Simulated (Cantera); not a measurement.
What does this Cantera script print?

```python
import numpy as np
import cantera as ct

gas_names = [...]  # 109 gases of nasa_gas.yaml made of C, Cl, H, Si
cond_names = """
    C(gr) C6H6(L) C7H8(L) C8H18(L),n-octa Si(cr) Si(L) SiC(b)
""".split()


# ... load() reads the species with a 1 bar reference pressure and builds the phases ...
atoms = {
    'SiHCl3': {'Si': 1, 'H': 1, 'CL': 3},
    'C2H2': {'C': 2, 'H': 2},
    'H2': {'H': 2},
}
top_T = {'C(gr)': 4500, 'SiC(b)': 3050}  # K; cautious upper limits of use, not melting points


# ... equilibrate(T, P, feed) seeds the gas with the atoms and calls Mixture.equilibrate('TP', solver="vcs", rtol=1e-11, max_steps=5000) ...
results = []
feed = {'SiHCl3': 1, 'C2H2': 0.0058, 'H2': 10}  # mol
T = 2598.15  # K
for P in [100, 320, 1000, 3200, 10000, 32000, 100000]:
    mix = equilibrate(T, P, feed)
    results.append((T, P, feed, dict(zip(mix.species_names, mix.species_moles))))
    x = sorted(zip(gas.X, gas.species_names), reverse=True)
    print(f"T = {T:g} K  P = {P:g} Pa  gas = {mix.phase_moles(0):.4g} mol")
    print("   x: " + "  ".join(f"{s} {v:.3e}" for v, s in x if v > 1e-06))
    print("   condensed (mol): " + ("  ".join(f"{mix.phase(i).name} {mix.phase_moles(i):.4g}"
          for i in range(1, mix.n_phases) if mix.phase_moles(i) > 1e-12) or "none"))
```

Output:

```
T = 2598.15 K  P = 100 Pa  gas = 19.53 mol
   x: H 5.711e-01  H2 2.248e-01  CL 9.787e-02  HCL 5.495e-02  Si 5.009e-02  SiCL 5.886e-04  SiC2 1.958e-04  SiH 1.719e-04  SiCL2 9.547e-05  C 6.533e-05  C2H2,acetylene 4.159e-05  Si2C 1.704e-05  C2H 9.269e-06  Si2 8.003e-06  SiC 3.970e-06  C3 2.657e-06  C2 2.327e-06  SiH2 1.682e-06
   condensed (mol): none
T = 2598.15 K  P = 320 Pa  gas = 17.09 mol
   x: H 4.058e-01  H2 3.631e-01  HCL 9.679e-02  CL 7.582e-02  Si 5.539e-02  SiCL 1.613e-03  SiCL2 6.486e-04  SiH 4.321e-04  SiC2 2.168e-04  C2H2,acetylene 6.729e-05  Si2C 6.672e-05  Si2 3.131e-05  C 2.043e-05  SiH2 9.611e-06  C2H 6.595e-06  SiC 4.392e-06
   condensed (mol): none
T = 2598.15 K  P = 1000 Pa  gas = 15.35 mol
   x: H2 4.841e-01  H 2.651e-01  HCL 1.343e-01  Si 5.686e-02  CL 5.155e-02  SiCL 3.519e-03  SiCL2 3.006e-03  SiH 9.055e-04  Si2C 2.029e-04  SiC2 1.897e-04  Si2 1.031e-04  C2H2,acetylene 7.647e-05  SiH2 4.111e-05  C 6.036e-06  SiC 4.163e-06  C2H 3.672e-06  SiCL3 2.698e-06  CL2 1.425e-06  Si3 1.016e-06
   condensed (mol): none
T = 2598.15 K  P = 3200 Pa  gas = 14.17 mol
   x: H2 5.815e-01  H 1.624e-01  HCL 1.557e-01  Si 5.148e-02  CL 3.048e-02  SiCL2 9.742e-03  SiCL 6.028e-03  SiH 1.607e-03  Si2C 4.431e-04  Si2 2.704e-04  SiH2 1.431e-04  SiC2 1.192e-04  C2H2,acetylene 6.372e-05  SiCL3 1.654e-05  Si3 7.720e-06  SiC 3.139e-06  CL2 1.593e-06  C 1.571e-06  C2H 1.561e-06
   condensed (mol): none
T = 2598.15 K  P = 10000 Pa  gas = 13.39 mol
   x: H2 6.557e-01  HCL 1.569e-01  H 9.755e-02  Si 4.012e-02  SiCL2 2.136e-02  CL 1.636e-02  SiCL 7.880e-03  SiH 2.351e-03  Si2C 6.587e-04  Si2 5.134e-04  SiH2 3.929e-04  SiCL3 6.083e-05  SiC2 5.694e-05  C2H2,acetylene 4.405e-05  Si3 3.570e-05  SiC 1.916e-06  CL2 1.435e-06
   condensed (mol): none
T = 2598.15 K  P = 32000 Pa  gas = 12.86 mol
   x: H2 7.137e-01  HCL 1.452e-01  H 5.689e-02  SiCL2 3.562e-02  Si 2.656e-02  SiCL 8.279e-03  CL 8.113e-03  SiH 2.905e-03  SiH2 9.060e-04  Si2C 7.763e-04  Si2 7.201e-04  SiCL3 1.610e-04  Si3 1.061e-04  C2H2,acetylene 3.385e-05  SiC2 2.661e-05  SiH2CL2 2.089e-06  SiHCL3 1.976e-06  CH3 1.597e-06  CH4 1.140e-06  CL2 1.129e-06  SiC 1.066e-06
   condensed (mol): none
T = 2598.15 K  P = 100000 Pa  gas = 12.41 mol
   x: H2 7.528e-01  HCL 1.496e-01  SiCL2 4.056e-02  H 3.305e-02  Si 9.618e-03  SiCL 5.316e-03  CL 4.604e-03  SiH 1.910e-03  SiH2 1.081e-03  Si2C 5.976e-04  SiCL3 3.251e-04  Si2 2.950e-04  C2H2,acetylene 1.260e-04  Si3 4.918e-05  SiC2 3.402e-05  SiH2CL2 7.841e-06  CH4 7.448e-06  SiHCL3 7.246e-06  CH3 5.746e-06  SiH3CL 2.812e-06  SiH3 2.162e-06  SiCL4 1.484e-06  CL2 1.136e-06
   condensed (mol): Si(L) 0.2452
```

Method: chemical equilibrium by Gibbs-energy minimisation in Cantera with the NASA 1993 tables (ideal gas, pure condensed phases). The tables' values for SiCl, SiCl3 are old estimates; treat these amounts as uncertain. Gases not in the tables: Si2H6 and higher silanes.
